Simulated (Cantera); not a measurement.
An adiabatic, constant-volume homogeneous reactor starts with CO : H2 : O2 : N2 : CO2 = 1 : 0.95 : 2.07 : 7.8 : 0.95 (molar parts), equivalence ratio 0.47, at 975 K and 760 Torr. Integrator tolerance rtol = 1e-08.

Cantera simulation using GRI-Mech 3.0 (53 species, 325 reactions); the numbers are that mechanism's predictions, not measurements.

**Question.** What does this change do: constant pressure in place of constant volume?

**Answer.** 
```json
[
 {"quantity": "time of steepest temperature rise", "before": "0.937 ms", "after": "0.954 ms"},
 {"quantity": "temperature at 9.00 s", "before": "2258 K", "after": "2050 K"},
 {"quantity": "equilibrium temperature", "before": "2258 K", "after": "2050 K"},
 {"quantity": "x(CO) at 9.00 s", "before": "0.00328 (gas-phase equilibrium 0.00328)", "after": "0.00109 (gas-phase equilibrium 0.00109)"},
 {"quantity": "x(H2) at 9.00 s", "before": "0.000290 (gas-phase equilibrium 0.000290)", "after": "0.000111 (gas-phase equilibrium 0.000111)"},
 {"quantity": "x(O2) at 9.00 s", "before": "0.0888 (gas-phase equilibrium 0.0888)", "after": "0.0901 (gas-phase equilibrium 0.0901)"},
 {"quantity": "x(O) at 9.00 s", "before": "0.000785 (gas-phase equilibrium 0.000785)", "after": "0.000293 (gas-phase equilibrium 0.000293)"},
 {"quantity": "x(N2O) at 9.00 s", "before": "6.37e-7 (gas-phase equilibrium 6.37e-7)", "after": "2.71e-7 (gas-phase equilibrium 2.71e-7)"},
 {"quantity": "x(H2O2) at 9.00 s", "before": "1.36e-7 (gas-phase equilibrium 1.36e-7)", "after": "5.24e-8 (gas-phase equilibrium 5.24e-8)"},
 {"quantity": "x(H2O) at 9.00 s", "before": "0.0781 (gas-phase equilibrium 0.0781)", "after": "0.0794 (gas-phase equilibrium 0.0794)"}
]
```

**Question.** What does this change do: O2 2.07 to 1.4 parts?

**Answer.** 
```
quantity                                                              before                                      after
---------------------------------  -----------------------------------------  -----------------------------------------
time of steepest temperature rise                                   0.937 ms                                    1.10 ms
temperature at 9.00 s                                                 2258 K                                     2302 K
equilibrium temperature                                               2258 K                                     2302 K
x(CO) at 9.00 s                      0.00328 (gas-phase equilibrium 0.00328)    0.00691 (gas-phase equilibrium 0.00691)
x(H2) at 9.00 s                    0.000290 (gas-phase equilibrium 0.000290)  0.000607 (gas-phase equilibrium 0.000607)
x(O2) at 9.00 s                        0.0888 (gas-phase equilibrium 0.0888)      0.0374 (gas-phase equilibrium 0.0374)
x(O) at 9.00 s                     0.000785 (gas-phase equilibrium 0.000785)  0.000659 (gas-phase equilibrium 0.000659)
x(N2O) at 9.00 s                     6.37e-7 (gas-phase equilibrium 6.37e-7)    4.86e-7 (gas-phase equilibrium 4.86e-7)
x(H2O2) at 9.00 s                    1.36e-7 (gas-phase equilibrium 1.36e-7)    1.06e-7 (gas-phase equilibrium 1.06e-7)
x(H2O) at 9.00 s                       0.0781 (gas-phase equilibrium 0.0781)      0.0825 (gas-phase equilibrium 0.0825)
```
